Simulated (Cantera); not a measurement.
Input: 1 mol SiCl4, 0.86 mol N2, held at 2300 Pa.

These are equilibrium values from Cantera (NASA tables, ideal gas, pure condensed phases), not measurements of a reactor. Candidate condensed phases: Si, Si3N4; 13 gas species. The tables' values for SiCl3 are old estimates; treat these amounts as uncertain. The numbers say what is thermodynamically allowed, not how fast it happens.

x: gas mole fraction; nothing condenses.

```
T (K)  x SiCl4   x N2      x Cl   x SiCl3  x SiCl2     x Cl2
-----  -------  -----  --------  --------  -------  --------
1025     0.538  0.462   3.55e-6   5.40e-6      [?]   9.27e-7
1075     0.538  0.462   1.08e-5   1.52e-5      [?]   2.20e-6
1125     0.538  0.462   2.96e-5   3.91e-5      [?]   4.80e-6
1175     0.537  0.462   7.43e-5   9.33e-5      [?]   9.68e-6
1225     0.537  0.462  0.000172  0.000208      [?]   1.83e-5
1275     0.537  0.462  0.000373  0.000435      [?]   3.28e-5
1325     0.536  0.462  0.000763  0.000860      [?]   5.61e-5
1375     0.535  0.462   0.00148   0.00162      [?]   9.21e-5
1425     0.533  0.461   0.00274   0.00290      [?]  0.000146
1475     0.530  0.460   0.00486   0.00499      [?]  0.000224
1525     0.524  0.458   0.00832   0.00823      [?]  0.000335
1575     0.516  0.456    0.0138    0.0130      [?]  0.000489
1625     0.504  0.452    0.0221    0.0199      [?]  0.000698
```

Problem. Fill in the missing entries.

Solution. 
- 1025, x SiCl2: 1.13e-9
- 1075, x SiCl2: 6.80e-9
- 1125, x SiCl2: 3.51e-8
- 1175, x SiCl2: 1.58e-7
- 1225, x SiCl2: 6.35e-7
- 1275, x SiCl2: 2.29e-6
- 1325, x SiCl2: 7.49e-6
- 1375, x SiCl2: 2.25e-5
- 1425, x SiCl2: 6.22e-5
- 1475, x SiCl2: 0.000160
- 1525, x SiCl2: 0.000383
- 1575, x SiCl2: 0.000862
- 1625, x SiCl2: 0.00183
